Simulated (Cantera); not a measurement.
Feed: 1 mol Cu2O, 5.8 mol CO.

Cantera equilibrium calculation (NASA polynomials, part measured and part estimated; ideal gas, pure solids and liquids). Candidate condensed phases: C, Cu, CuO, Cu2O; 15 gas species. Rates play no part.

Stable condensed phases, one row left out:

```
T in K \ P in Pa
              10      42     180     750    3200   13000   56000  240000 1000000
   2600        A       A       A       A       A       A       A       B       B
   2500        A       A       A       A       A       A       A       B       B
   2300        A       A       A       A       A       A       B       B       B
   2200        A       A       A       A       A       B       B       B       B
   2100        A       A       A       A       A       B       B       B       B
   2000        A       A       A       A       B       B       B       B       B
   1900        A       A       A       B       B       B       B       B       B
   1800        A       A       A       B       B       B       B       B       B
```

A: gas only; B: Cu.

Q: Give the row for 2400 K.

A: 10: gas only; 42: gas only; 180: gas only; 750: gas only; 3200: gas only; 13000: gas only; 56000: Cu; 240000: Cu; 1000000: Cu.
